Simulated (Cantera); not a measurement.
Mixture: CH4 : CO : O2 : N2 = 1 : 0.25 : 1.06 : 3.72 (molar parts), equivalence ratio 2.0, at 0.300 bar, adiabatic and at constant pressure. Ignition delay is the time to a rise of 400 K.

Cantera simulation using GRI-Mech 3.0 (53 species, 325 reactions); the numbers are that mechanism's predictions, not measurements.

Q: At T0 = 1425 K, what is the delay, and which 7 reactions control it most (d ln τ / d ln k, from doubling and halving each rate constant)?

A: The delay is 8.91 ms.
```json
[
 {"reaction": "CH3 + O2 <=> CH3O + O", "d ln τ / d ln k": "-0.46", "faster rate": "shortens it"},
 {"reaction": "2 CH3 (+M) <=> C2H6 (+M)", "d ln τ / d ln k": "0.40", "faster rate": "lengthens it"},
 {"reaction": "H + O2 <=> O + OH", "d ln τ / d ln k": "-0.32", "faster rate": "shortens it"},
 {"reaction": "CH4 + H <=> CH3 + H2", "d ln τ / d ln k": "0.26", "faster rate": "lengthens it"},
 {"reaction": "CH3 + O2 <=> CH2O + OH", "d ln τ / d ln k": "-0.25", "faster rate": "shortens it"},
 {"reaction": "CH2O + CH3 <=> CH4 + HCO", "d ln τ / d ln k": "-0.14", "faster rate": "shortens it"},
 {"reaction": "2 CH3 <=> C2H5 + H", "d ln τ / d ln k": "-0.13", "faster rate": "shortens it"}
]
```
